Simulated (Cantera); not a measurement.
# Catalytic stagnation flow on Pt

A jet of CH4 : O2 : N2 = 0.024 : 0.061 : 0.79 (molar parts), equivalence ratio 0.79 at 300 K and 9800 Pa hits a platinum plate 5.3 cm away at a mass flux of 0.19 kg/m²/s; the plate temperature is set and raised in steps from an oxygen-covered start.

Computed with Cantera and Deutschmann's 1995 Pt surface mechanism with GRI-Mech 3.0 gas chemistry. Catalytic surfaces can have several steady states; this one follows from the mechanism file's or the stated starting coverage.

```tsv
plate T (K)	wall x CH4	wall x O2	wall x H2O	wall x OH	wall x CO	wall x CO2	θ free Pt	θ O*	θ OH*
850	0.0225	0.0592	0.00931	<1e-8	6.54e-6	0.00606	0.167	0.832	0.000942
900	0.0183	0.0503	0.0171	2.30e-8	7.75e-6	0.0111	0.241	0.758	0.00117
950	0.0141	0.0414	0.0249	7.38e-8	8.46e-6	0.0163	0.323	0.676	0.00126
1000	0.0107	0.0342	0.0312	2.01e-7	8.95e-6	0.0205	0.407	0.592	0.00123
1050	0.00824	0.0291	0.0356	4.80e-7	9.53e-6	0.0234	0.488	0.511	0.00113
```
x: mole fraction at the wall; θ: surface coverage.
